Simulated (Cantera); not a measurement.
A closed system holds: 1 mol AlN, 0.58 mol Cl₂, 6.5 mol H₂, equilibrated at 1100 °C and 1.00 bar.

These are equilibrium values from Cantera (NASA tables, ideal gas, pure condensed phases), not measurements of a reactor. The tables' values for AlCl₂ are old estimates; treat these amounts as uncertain. Equilibrium is a limit: real reactors are often held back by kinetics, nucleation or transport.

```
species        before     after
-----------  --------  --------
H₂              0.888     0.542
AlCl₃          0.0342     0.224
HCl            0.0607     0.121
N₂             0.0172     0.112
Al₂Cl₆        2.96e-6  0.000127
AlCl₂        0.000254  0.000649
NH₃           1.03e-5   1.26e-5
AlCl          2.47e-5   2.47e-5
AlN(s), mol     0.756     0.672
```
Gas species are given as mole fractions.

Which change was made?
(A) temperature from 1100 °C to 1527 °C
(B) temperature from 1100 °C to 527 °C
(C) H₂ from 6.5 to 0.88 mol
(D) temperature from 1100 °C to 1425 °C

C, H₂ from 6.5 to 0.88 mol
